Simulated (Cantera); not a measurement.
A diamond (100) surface in a fixed gas of H2 with x(CH4) = 0.0076, x(CH3) = 0.0002, at 925 K, 0.0207 atm; coverages are run to steady state.

Model: the Harris–Goodwin 1993 mechanism for the reconstructed diamond (100) surface, integrated in Cantera.

θ: site fractions in the mechanism's names (c6HH fully hydrogenated, c6H* and c6*H radical sites, c6** diradical, c6HM methylated).

```
x(H)     growth (µm/h)  θ c6HH   θ c6H*  θ c6*H   θ c6**   θ c6HM
-------  -------------  ------  -------  ------  -------  -------
0.0001             ___   0.349  0.00590   0.152  0.00140    0.387
0.00023            ___   0.426  0.00751   0.193  0.00243    0.291
0.00054            ___   0.516  0.00929   0.239  0.00358    0.183
0.0013             ___   0.588   0.0107   0.275  0.00449   0.0953
0.0029            1.39   0.628   0.0115   0.295  0.00500   0.0475
0.0068            1.47   0.650   0.0119   0.306  0.00527   0.0214
0.016             1.50   0.660   0.0121   0.311  0.00540  0.00930
0.037             1.52   0.664   0.0123   0.313  0.00547  0.00406
0.085             1.53   0.666   0.0125   0.314  0.00551  0.00178
```

**Question.** Complete the blanks.

**Answer.** 
- 0.0001, growth (µm/h): 0.390
- 0.00023, growth (µm/h): 0.677
- 0.00054, growth (µm/h): 0.997
- 0.0013, growth (µm/h): 1.25
